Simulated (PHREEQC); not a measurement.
Make-up at 25 °C: 1.2 mmol/kgw Cu(BF4)2 and 0.59 mmol/kgw NaCl. Closed to the air; pH follows from the charge balance.

The numbers come from PHREEQC with the ion-association model, wateq4f.dat.

Each row changes one thing in this solution. Precipitation was switched off in this run.

```csv
case,pH,ionic strength (mol/kgw),HF (mol/kgw),F- (mol/kgw),BF4- (mol/kgw),H3BO3 (mol/kgw),SI of CuF2:2H2O (CuF2:2H2O),SI of Tenorite (CuO)
as made,3.05,0.00507,0.00226,0.00185,0.00115,0.000946,-4.04,-4.57
diluted 10-fold with water,3.43,0.000799,0.000333,0.000618,3.08e-7,___,___,-4.74
Cu(BF4)2 from 0.0012 to 0.0006 mol/kgw,3.12,0.00317,0.00166,0.00155,0.000307,0.000768,-4.46,-4.72
NaCl from 0.00059 to 0.00295 mol/kgw,3.05,0.00744,0.00225,0.00186,0.00115,0.000947,-4.07,-4.60
Cu(BF4)2 from 0.0012 to 0.012 mol/kgw,2.84,0.0377,0.00466,0.00263,0.0206,0.00131,-2.99,-4.15
```

Task: Fill in the missing entries.

Result: 
- diluted 10-fold with water, H3BO3 (mol/kgw): 0.000238
- diluted 10-fold with water, SI of CuF2:2H2O (CuF2:2H2O): -5.88

Real BF4- forms and hydrolyses slowly; the run takes it at equilibrium.
